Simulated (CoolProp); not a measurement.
The numbers come from the reference Helmholtz-energy equation of state, Gao 2016 in CoolProp.

### Question
For sulfur dioxide, give the phase and the speed of sound (m/s), Joule-Thomson coefficient (K/MPa) at 101.65 °C and 0.101 MPa.

### Answer
- 101.65 °C and 0.101 MPa: gas; speed of sound 245, Joule-Thomson coefficient 18.3
